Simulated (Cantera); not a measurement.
Input: 1 mol SiH₂Cl₂, 14 mol N₂, 26 mol H₂, at 950 °C and 210 Pa.

Method: chemical equilibrium by Gibbs-energy minimisation in Cantera with the NASA 1993 tables (ideal gas, pure condensed phases). Candidate condensed phases: NH₄Cl, Si, Si₃N₄; 28 gas species. N₂ is the only nitrogen source here; it is nearly inert below about 1500 K, so the nitride shown seldom forms there in practice. Rates play no part.

Base state: H₂ 0.629, N₂ 0.323, HCl 0.0483, SiCl₂ 1.75e-5 (mole fractions); condensed: Si₃N₄(s).

Problem. What changes in the equilibrium state with this change: SiH₂Cl₂ replaced by SiCl₄?

Solution. 
```json
[
 {"species": "H₂", "before": "0.629", "after": "0.581"},
 {"species": "N₂", "before": "0.323", "after": "0.323"},
 {"species": "HCl", "before": "0.0483", "after": "0.0965"},
 {"species": "SiCl₂", "before": "1.75e-5", "after": "7.55e-5"},
 {"species": "SiCl₄", "before": "5.53e-7", "after": "1.03e-5"},
 {"species": "Si₃N₄(s), mol", "before": "0.333", "after": "0.332"}
]
```
